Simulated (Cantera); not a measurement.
Cantera run, input and output.

```python
import numpy as np
import cantera as ct

gas = ct.Solution("h2o2.yaml")
gas.TPX = 900, 17000, {'H2': 1.3, 'O2': 1, 'N2': 2.5, 'H2O': 0.0099}
reactor = ct.IdealGasConstPressureReactor(gas, energy="off", clone=False)
net = ct.ReactorNet([reactor])
net.rtol, net.atol = 1e-08, 1e-18
show = ['H2', 'O2', 'H2O', 'OH', 'O', 'H2O2', 'H']
times = np.geomspace(8e-06, 100, 9)

steps = ct.SolutionArray(gas, extra=["t"])
rows = []
print(f"{'t/s':>10s}{'T/K':>9s}{'P/Pa':>11s}" + "".join(f"{s:>11s}" for s in show))
for t in times:
    while net.time < t:
        t_next = net.step()
        steps.append(gas.state, t=t_next)
    rows.append([np.interp(t, steps.t, y) for y in (steps.T, steps.P, *steps(*show).X.T)])
    print(f"{t:10.3e}{rows[-1][0]:9.1f}{rows[-1][1]:11.4g}" + "".join(f"{x:11.3e}" for x in rows[-1][2:]))
rate = np.gradient(steps.T, steps.t)
print("integrator steps:", len(steps.t))
if steps.T.max() > steps.T[0] + 200:
    print(f"time of steepest temperature rise: {steps.t[rate.argmax()]:.4e} s")
gas.TPX = 900, 17000, {'H2': 1.3, 'O2': 1, 'N2': 2.5, 'H2O': 0.0099}
gas.equilibrate("TP")
print(f"equilibrium (TP): T = {gas.T:.1f} K  " + "  ".join(f"{s} {gas[s].X[0]:.3e}" for s in show))
```

Output:

```
       t/s      T/K       P/Pa         H2         O2        H2O         OH          O       H2O2          H
 8.000e-06    900.0    1.7e+04  2.703e-01  2.079e-01  2.058e-03  4.071e-14  8.278e-14  9.863e-17  2.574e-12
 6.169e-05    900.0    1.7e+04  2.703e-01  2.079e-01  2.058e-03  6.526e-13  2.378e-12  6.557e-15  2.323e-11
 4.757e-04    900.0    1.7e+04  2.703e-01  2.079e-01  2.058e-03  8.570e-11  3.368e-10  1.848e-12  2.756e-09
 3.668e-03    900.0    1.7e+04  3.253e-02  9.895e-02  2.767e-01  1.445e-04  1.711e-04  2.281e-06  4.847e-04
 2.828e-02    900.0    1.7e+04  2.062e-02  9.355e-02  2.910e-01  7.876e-08  1.312e-07  4.111e-05  2.044e-07
 2.181e-01    900.0    1.7e+04  1.930e-02  9.290e-02  2.924e-01  2.369e-07  3.323e-07  1.247e-04  5.232e-07
 1.682e+00    900.0    1.7e+04  7.849e-03  8.766e-02  3.057e-01  2.768e-07  2.847e-07  1.142e-04  2.608e-07
 1.297e+01    900.0    1.7e+04  1.600e-04  8.421e-02  3.147e-01  7.867e-08  8.146e-09  1.348e-06  1.759e-09
 1.000e+02    900.0    1.7e+04  6.302e-06  8.414e-02  3.149e-01  7.616e-09  3.951e-11  4.686e-09  7.335e-12
integrator steps: 2401
equilibrium (TP): T = 900.0 K  H2 8.477e-12  O2 8.414e-02  H2O 3.149e-01  OH 2.893e-08  O 3.813e-12  H2O2 2.563e-11  H 8.309e-16
```

Cantera simulation using the H2/O2 subset of GRI-Mech 3.0, which has no nitrogen chemistry; the numbers are that mechanism's predictions, not measurements. Below about 950 K walls govern HO2 and H2O2 in real vessels. The temperature is held fixed by assumption; the heat of reaction is taken as removed at once.
